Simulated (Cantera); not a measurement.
A Cantera script and its output.

```python
import numpy as np
import cantera as ct

gas = ct.Solution("gri30.yaml")
gas.TPX = 1350, 3300, {'N2O': 1, 'O2': 0.065}
reactor = ct.IdealGasConstPressureReactor(gas, energy="off", clone=False)
net = ct.ReactorNet([reactor])
net.rtol, net.atol = 1e-08, 1e-18
show = ['N2O', 'O2', 'NO2', 'N2', 'NO', 'O']
times = np.geomspace(8e-06, 200, 10)

steps = ct.SolutionArray(gas, extra=["t"])
rows = []
print(f"{'t/s':>10s}{'T/K':>9s}{'P/Pa':>11s}" + "".join(f"{s:>11s}" for s in show))
for t in times:
    while net.time < t:
        t_next = net.step()
        steps.append(gas.state, t=t_next)
    rows.append([np.interp(t, steps.t, y) for y in (steps.T, steps.P, *steps(*show).X.T)])
    print(f"{t:10.3e}{rows[-1][0]:9.1f}{rows[-1][1]:11.4g}" + "".join(f"{x:11.3e}" for x in rows[-1][2:]))
rate = np.gradient(steps.T, steps.t)
print("integrator steps:", len(steps.t))
if steps.T.max() > steps.T[0] + 200:
    print(f"time of steepest temperature rise: {steps.t[rate.argmax()]:.4e} s")
gas.TPX = 1350, 3300, {'N2O': 1, 'O2': 0.065}
gas.equilibrate("TP")
print(f"equilibrium (TP): T = {gas.T:.1f} K  " + "  ".join(f"{s} {gas[s].X[0]:.3e}" for s in show))
```

It prints:

```
       t/s      T/K       P/Pa        N2O         O2        NO2         N2         NO          O
 8.000e-06   1350.0       3300  9.390e-01  6.103e-02  2.583e-17  9.769e-07  1.075e-08  9.199e-07
 5.310e-05   1350.0       3300  9.390e-01  6.103e-02  1.580e-14  7.315e-06  4.177e-07  5.101e-06
 3.524e-04   1350.0       3300  9.389e-01  6.105e-02  6.748e-12  6.536e-05  9.772e-06  1.355e-05
 2.339e-03   1350.0       3300  9.382e-01  6.123e-02  5.665e-10  4.961e-04  9.088e-05  1.432e-05
 1.553e-02   1350.0       3300  9.336e-01  6.243e-02  2.525e-08  3.349e-03  6.289e-04  1.432e-05
 1.031e-01   1350.0       3300  9.039e-01  7.018e-02  7.161e-07  2.182e-02  4.113e-03  1.431e-05
 6.840e-01   1350.0       3300  7.349e-01  1.143e-01  7.550e-06  1.269e-01  2.391e-02  1.428e-05
 4.540e+00   1350.0       3300  2.269e-01  2.469e-01  3.481e-05  4.430e-01  8.311e-02  1.392e-05
 3.013e+01   1350.0       3300  1.235e-03  3.070e-01  1.247e-04  5.846e-01  1.071e-01  2.562e-06
 2.000e+02   1350.0       3300  2.924e-06  3.074e-01  2.079e-04  5.855e-01  1.068e-01  1.302e-06
integrator steps: 1303
equilibrium (TP): T = 1350.0 K  N2O 6.806e-09  O2 3.607e-01  NO2 1.358e-06  N2 6.387e-01  NO 6.423e-04  O 1.404e-06
```

Model: GRI-Mech 3.0 (53 species, 325 reactions), integrated in Cantera. GRI-Mech 3.0 was tuned for natural gas; its chemistry of N2O as a main component is partial and can be far from experiment. Radical loss at walls, strong at low pressure, is not modelled. The mechanism lacks the step 2 NO + O2 → 2 NO2, which can matter for NO2 below about 1400 K. The temperature is held fixed by assumption; the heat of reaction is taken as removed at once.
